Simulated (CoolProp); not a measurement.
Vapour-liquid equilibrium of dimethyl ether (1) + R236FA (2) at 0.0111 MPa; x and y are mole fractions of (1).

Computed with CoolProp (multi-fluid Helmholtz-energy mixture model, Wu 2011 and Pan 2012; pair parameters Bell 2016).

| x | bubble temperature (K) | y at the bubble point | dew temperature at overall composition x (K) | liquid density (mol/L) |
|---|---|---|---|---|
| 0.05 | 228.4 | 0.069 | 228.5 | 10.58 |
| 0.125 | 227.8 | 0.184 | 228.1 | 10.94 |
| 0.2 | 226.9 | 0.309 | 227.7 | 11.33 |
| 0.275 | 225.7 | 0.439 | 227.1 | 11.74 |
| 0.35 | 224.1 | 0.567 | 226.5 | 12.18 |
| 0.425 | 222.3 | 0.683 | 225.8 | 12.65 |
| 0.5 | 220.1 | 0.782 | 225.0 | 13.14 |
| 0.575 | 217.9 | 0.858 | 224.0 | 13.67 |
| 0.65 | 215.5 | 0.914 | 222.8 | 14.22 |
| 0.725 | 213.3 | 0.951 | 221.4 | 14.79 |
| 0.8 | 211.3 | 0.975 | 219.7 | 15.40 |
| 0.875 | 209.5 | 0.989 | 217.2 | 16.03 |
| 0.95 | 208.0 | 0.997 | 213.4 | 16.68 |

No azeotrope shows between x = 0.05 and 0.95.

The pair parameters rest on a limited set of measurements; away from them the model extrapolates.
